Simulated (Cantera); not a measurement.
Charge: 1 mol CuO, 6 mol C, 1.4 mol CO, at 4.65 Torr.

Method: chemical equilibrium by Gibbs-energy minimisation in Cantera with the NASA 1993 tables (ideal gas, pure condensed phases). Candidate condensed phases: C, Cu, CuO, Cu2O; 15 gas species. Rates play no part. All values below are at 1727 °C.

Base state: CO 0.706, Cu 0.293, Cu2 0.000512 (mole fractions); condensed: C(graphite).

Task: What changes in the equilibrium state with this change: CuO replaced by Fe2O3?

Result: 
| species | before | after |
|---|---|---|
| CO | 0.706 | 0.941 |
| Fe | 0 | 0.0588 |
| Cu | 0.293 | 0 |
| Cu2 | 0.000512 | 0 |
| C(graphite), mol | 5.00 | 3.00 |
| Fe(l), mol | 0 | 1.73 |
Iron dissolves carbon and melts from about 1420 K in contact with it, which pure phases cannot show. Condensed phases not in the tables: cementite and carbon dissolved in iron. Further candidate phases: Fe, Fe(CO)5, FeO, Fe2O3, Fe3O4.
